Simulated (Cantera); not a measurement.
A perfectly stirred reactor is fed with CH2O : O2 : N2 = 0.0038 : 0.002 : 1 (molar parts), equivalence ratio 1.9, at 8.78 atm; it is held at 1050 K, and followed from long to short residence time.

Model: GRI-Mech 3.0 (53 species, 325 reactions), integrated in Cantera.

### Question
What does this change do: temperature 1050 to 1500 K?

### Answer
| quantity | before | after |
|---|---|---|
| x(CH2O) at τ = 1.20 s | 3.01e-5 | 1.22e-7 |
| x(O2) at τ = 1.20 s | 0.000278 | 2.15e-6 |
| x(HCN) at τ = 1.20 s | <1e-12 | 1.24e-9 |
| x(H2O) at τ = 1.20 s | 0.00232 | 0.00243 |
| x(C2H6) at τ = 1.20 s | <1e-12 | <1e-12 |
| x(CH2O) at τ = 32.0 ms | 0.000317 | 8.06e-7 |
| x(O2) at τ = 32.0 ms | 0.00110 | 1.43e-5 |
| x(HCN) at τ = 32.0 ms | <1e-12 | 1.26e-8 |
| x(H2O) at τ = 32.0 ms | 0.00149 | 0.00246 |
| x(C2H6) at τ = 32.0 ms | <1e-12 | <1e-12 |
